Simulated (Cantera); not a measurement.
A freely propagating, adiabatic, planar premixed flame of 25.4 % H2, 15.7 % O2, 58.9 % N2, equivalence ratio 0.81, unburnt at 675 K and 200000 Pa; multicomponent transport, grid criteria slope 0.08 and curve 0.16, no radiation.

Model: the H2/O2 subset of GRI-Mech 3.0, which has no nitrogen chemistry, integrated in Cantera. Burning velocities carry a grid error of a few per cent, more on coarse grids.

x: mole fraction of selected species; z is measured from the peak of heat release.

```tsv
z (mm)	T (K)	u (m/s)	x H2	x O2	x OH	x H2O2	x H	x HO2
-0.584	675	7.84	0.254	0.157	<1e-8	<1e-8	<1e-8	<1e-8
-0.389	675	7.84	0.254	0.157	<1e-8	<1e-8	<1e-8	<1e-8
-0.292	675	7.84	0.254	0.157	<1e-8	<1e-8	<1e-8	1.75e-8
-0.195	675	7.84	0.254	0.157	<1e-8	<1e-8	7.86e-8	1.76e-6
-0.0974	695	8.02	0.248	0.157	6.36e-5	…	0.000170	0.000331
-0.0487	902	10.1	0.211	0.152	0.000943	…	0.00472	0.000323
0	1322	14.4	0.119	0.113	0.00461	…	0.0250	0.000162
0.0487	1633	17.5	0.0495	0.0654	0.0117	…	0.0367	8.01e-5
0.0974	1791	19.1	0.0327	0.0501	0.0157	…	0.0327	5.17e-5
0.195	1958	20.7	0.0270	0.0439	0.0181	…	0.0230	3.40e-5
0.389	2118	22.1	0.0220	0.0403	0.0186	…	0.0138	2.14e-5
0.779	2254	23.3	0.0159	0.0373	0.0173	…	0.00711	1.29e-5
1.56	2356	24.2	0.0100	0.0353	0.0146	…	0.00314	8.19e-6
```

Some entries are withheld; supply them.


- -0.0974, x H2O2: 5.68e-6
- -0.0487, x H2O2: 2.23e-5
- 0, x H2O2: 1.04e-5
- 0.0487, x H2O2: 4.09e-6
- 0.0974, x H2O2: 2.34e-6
- 0.195, x H2O2: 1.28e-6
- 0.389, x H2O2: 7.88e-7
- 0.779, x H2O2: 5.57e-7
- 1.56, x H2O2: 4.47e-7
